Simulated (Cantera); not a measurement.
What does this Cantera script print?

```python
import numpy as np
import cantera as ct

gas_names = """
    H VO2 H2O H2O2
""".split()
cond_names = """
    V(cr) V(L) V2O4(I) V2O4(II) V2O4(L)
""".split()


# ... load() reads the species with a 1 bar reference pressure and builds the phases ...
species = {s.name: s for s in load("nasa_gas.yaml", gas_names) + load("nasa_condensed.yaml", cond_names)}
# Each term lists the table entries of one substance; the one whose range holds T is used.
reactions = {
    '4 H(g) + VO2(g) = 2 H2O(g) + V':
        [(-4, ['H']), (-1, ['VO2']), (2, ['H2O']), (1, ['V(cr)', 'V(L)'])],
    'V2O4 + 4 H(g) = 2 V + 2 H2O2(g)':
        [(-1, ['V2O4(I)', 'V2O4(II)', 'V2O4(L)']), (-4, ['H']), (2, ['V(cr)', 'V(L)']), (2, ['H2O2'])],
}


def pick(names, T):
    return next(species[n] for n in names if species[n].thermo.min_temp <= T <= species[n].thermo.max_temp)


results = []
for label, terms in reactions.items():
    print(label)
    print("     T/K   dH/kJ  dS/(J/K)   dG/kJ   log10 K")
    for T in [300, 1375, 1525, 1675, 1825, 1975, 2125, 2275, 2425, 2575]:
        used = [(nu, pick(names, T)) for nu, names in terms]
        dH = sum(nu * s.thermo.h(T) for nu, s in used) / 1e6
        dS = sum(nu * s.thermo.s(T) for nu, s in used) / 1e3
        dG = dH - T * dS / 1e3
        logK = -dG * 1e6 / (ct.gas_constant * T * np.log(10))
        results.append((label, T, dH, dS, dG, logK, [s.name for _, s in used]))
        print(f"{T:8g} {dH:8.1f} {dS:8.1f} {dG:8.1f} {logK:8.2f}")
```

Output:

```
4 H(g) + VO2(g) = 2 H2O(g) + V
     T/K   dH/kJ  dS/(J/K)   dG/kJ   log10 K
     300  -1123.1   -317.8  -1027.7   178.94
    1375  -1153.9   -365.2   -651.7    24.76
    1525  -1155.7   -366.5   -596.8    20.44
    1675  -1156.9   -367.2   -541.7    16.89
    1825  -1157.4   -367.5   -486.6    13.93
    1975  -1157.3   -367.5   -431.5    11.41
    2125  -1156.6   -367.1   -376.4     9.25
    2275  -1132.2   -356.0   -322.3     7.40
    2425  -1130.2   -355.2   -268.9     5.79
    2575  -1128.0   -354.3   -215.7     4.38
V2O4 + 4 H(g) = 2 V + 2 H2O2(g)
     T/K   dH/kJ  dS/(J/K)   dG/kJ   log10 K
     300    282.5    -35.9    293.2   -51.05
    1375    206.2   -161.8    428.7   -16.28
    1525    199.0   -166.7    453.3   -15.53
    1675    192.5   -170.9    478.7   -14.93
    1825     74.1   -236.2    505.1   -14.46
    1975     63.4   -241.8    540.9   -14.31
    2125     53.7   -246.5    577.5   -14.20
    2275     91.0   -229.5    613.0   -14.08
    2425     83.2   -232.8    647.7   -13.95
    2575     75.7   -235.8    682.9   -13.85
```

Standard-state values (1 bar) from the NASA 1993 polynomials, evaluated with Cantera. Condensed species are held in their standard states even where they would react or evaporate.
